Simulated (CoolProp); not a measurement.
A Linde-Hampson liquefier for normal hydrogen: isothermal reversible compression at 250 K from 1 atm to 25 MPa, throttling to 1 atm, return gas leaving the recuperator 10 K below the feed. Each further row changes one setting.

Model: reference Helmholtz-energy equation of state, Leachman 2009, in CoolProp.

```csv
case,compression work (kJ/kg of gas)
as stated,5850
high pressure 50 MPa,6760
warm-end temperature 280 K,6540
warm-end gap 15 K,5850
```
